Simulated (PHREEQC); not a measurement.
Consider water at 87 °C with 0.0024 mol/kgw HCl, 0.00014 mol/kgw Li2SO4 and 0.011 mol/kgw NiSO4. Closed to the air; pH follows from the charge balance.

Computed with PHREEQC (ion-association model, wateq4f.dat).

| quantity | before | after |
|---|---|---|
| pH | 3.09 | 4.13 |
| ionic strength (mol/kgw) | 0.0305 | 0.0294 |
| NiSO4 (mol/kgw) | 0.00335 | 0.00373 |
| HSO4- (mol/kgw) | 0.00146 | 0.000154 |
| SI of Morenosite (NiSO4:7H2O) | -2.97 | -2.92 |

**Question.** Name the change that produced these shifts.
A. 0.017 mol/kgw Cs2SO4 added
B. HCl from 0.0024 to 0.00024 mol/kgw
C. HCl from 0.0024 to 0.00048 mol/kgw
D. temperature from 87 to 75 °C
E. 0.0024 mol/kgw HF added

**Answer.** B, HCl from 0.0024 to 0.00024 mol/kgw

This is a speciation only: nothing precipitates in the calculation. Away from 25 °C the constants follow the database's enthalpies or fits; those with neither stay at their 25 °C values.
